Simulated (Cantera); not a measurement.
Input (Python, Cantera):

```python
import numpy as np
import cantera as ct

gas = ct.Solution("gri30.yaml")
gas.TPX = 448, 100000, {'CH3OH': 1.4, 'O2': 1.56, 'N2': 5.88}
inlet = ct.Reservoir(gas, clone=True)
gas.equilibrate("HP")  # start burning
reactor = ct.IdealGasConstPressureReactor(gas, energy="on", clone=False)
exhaust = ct.Reservoir(gas, clone=True)
tau = [0.23, 0.093, 0.037, 0.015, 0.0058, 0.0023, 0.00092, 0.00037, 0.00015, 5.8e-05, 2.3e-05, 9.1e-06][0]
for a, b in ((inlet, reactor), (reactor, exhaust)):
    ct.MassFlowController(a, b, mdot=lambda t: reactor.mass / tau)
net = ct.ReactorNet([reactor])
show = ['CH3OH', 'O2', 'NO', 'H2O', 'CH3']

rows = []
print(f"{'tau/s':>10s}{'T/K':>9s}" + "".join(f"{s:>11s}" for s in show))
for tau in [0.23, 0.093, 0.037, 0.015, 0.0058, 0.0023, 0.00092, 0.00037, 0.00015, 5.8e-05, 2.3e-05, 9.1e-06]:
    net.initial_time = 0.0
    net.advance(30 * tau)
    before = gas.X
    net.advance(40 * tau)
    drift = np.max(np.abs(gas.X - before) / (gas.X + 1e-9))
    rows.append([gas.T, *gas[show].X, drift])
    print(f"{tau:10.3e}{gas.T:9.1f}" + "".join(f"{x:11.3e}" for x in gas[show].X))
```

Output:

```
     tau/s      T/K      CH3OH         O2         NO        H2O        CH3
 2.300e-01   2146.1  6.828e-07  1.135e-04  1.345e-04  2.344e-01  5.904e-07
 9.300e-02   2137.6  1.252e-06  2.122e-04  1.409e-04  2.336e-01  8.324e-07
 3.700e-02   2124.0  2.263e-06  4.102e-04  1.407e-04  2.322e-01  1.269e-06
 1.500e-02   2104.4  4.052e-06  7.669e-04  1.337e-04  2.303e-01  2.164e-06
 5.800e-03   2075.3  7.672e-06  1.404e-03  1.204e-04  2.276e-01  4.266e-06
 2.300e-03   2038.8  1.495e-05  2.349e-03  1.030e-04  2.243e-01  8.996e-06
 9.200e-04   1997.5  3.090e-05  3.651e-03  8.319e-05  2.208e-01  2.000e-05
 3.700e-04   1954.7  6.936e-05  5.520e-03  6.305e-05  2.177e-01  4.643e-05
 1.500e-04   1906.0  1.764e-04  8.972e-03  4.251e-05  2.154e-01  1.127e-04
 5.800e-05    448.0  1.584e-01  1.765e-01  2.124e-20  1.802e-15  5.698e-26
 2.300e-05    448.0  1.584e-01  1.765e-01  3.955e-24  3.354e-19  1.059e-29
 9.100e-06    448.0  1.584e-01  1.765e-01  2.498e-25  2.119e-20  6.687e-31
```

Detailed kinetics in Cantera: GRI-Mech 3.0 (53 species, 325 reactions). GRI-Mech 3.0 was tuned for natural gas; its chemistry of methanol as a main component is partial and can be far from experiment.
